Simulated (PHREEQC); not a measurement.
Spent oxide etchant: an equilibrium model

A solution holds 0.0065 mol NH4HF2, 0.00023 mol (NH4)2SiF6, 0.034 mol H3AsO4 and 0.00053 mol HCl per kg of water, at 25 °C. Closed to the air; pH follows from the charge balance.

Computed with PHREEQC (ion-association model, wateq4f.dat).

Each row changes one thing in this solution. Precipitation was switched off in this run.

```tsv
case	pH	ionic strength (mol/kgw)	H3AsO4 (mol/kgw)	H2AsO4- (mol/kgw)	HF (mol/kgw)	F- (mol/kgw)
as made	2.09	0.0163	0.0200	0.0140	0.0112	0.00105
(NH4)2SiF6 replaced by NH4HSO4 at the same molality	2.08	0.0160	0.0201	0.0139	0.0112	0.00104
temperature from 25 to 70 °C	2.18	0.0145	0.0212	0.0128	0.0125	0.000610
diluted 100-fold with water	3.46	0.000420	2.13e-5	0.000319	4.80e-5	9.57e-5
HCl from 0.00053 to 0.0053 mol/kgw	1.98	0.0189	0.0219	0.0121	0.0114	0.000839
diluted 5-fold with water	2.49	0.00492	0.00256	0.00424	0.00218	0.000481
(NH4)2SiF6 from 0.00023 to 0.000345 mol/kgw	2.09	0.0167	0.0200	0.0140	0.0112	0.00105
0.0098 mol/kgw NH3 added	2.34	0.0221	0.0149	0.0191	0.0105	0.00179
```

Away from 25 °C the constants follow the database's enthalpies or fits; those with neither stay at their 25 °C values. SiF6-2 is the database's only silicon fluoride.
